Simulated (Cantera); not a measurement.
A Cantera script and its output.

```python
import numpy as np
import cantera as ct

gas = ct.Solution("gri30.yaml")


def delay(T, t_max=10):
    gas.TPX = T, 800000, {'CH4': 1, 'O2': 2.13, 'N2': 11.1, 'H2O': 0.13}
    reactor = ct.IdealGasReactor(gas, clone=False)
    net = ct.ReactorNet([reactor])
    net.rtol, net.atol = 1e-8, 1e-16
    while net.time < t_max:
        t_old, T_old = net.time, reactor.T
        net.step()
        if reactor.T > T + 400:  # ignition: a rise of 400 K
            return t_old + (T + 400 - T_old) / (reactor.T - T_old) * (net.time - t_old)
    return np.nan


taus = []
for T in [1248, 1323, 1398, 1473, 1548, 1623, 1698]:
    taus.append(delay(T))
    print(f"T0 = {T:6g} K   tau = {taus[-1]:.4e} s")
```

Output:

```
T0 =   1248 K   tau = 4.2537e-03 s
T0 =   1323 K   tau = 1.8023e-03 s
T0 =   1398 K   tau = 8.0263e-04 s
T0 =   1473 K   tau = 3.7300e-04 s
T0 =   1548 K   tau = 1.8050e-04 s
T0 =   1623 K   tau = 9.1268e-05 s
T0 =   1698 K   tau = 4.8518e-05 s
```

Model: GRI-Mech 3.0 (53 species, 325 reactions), integrated in Cantera.
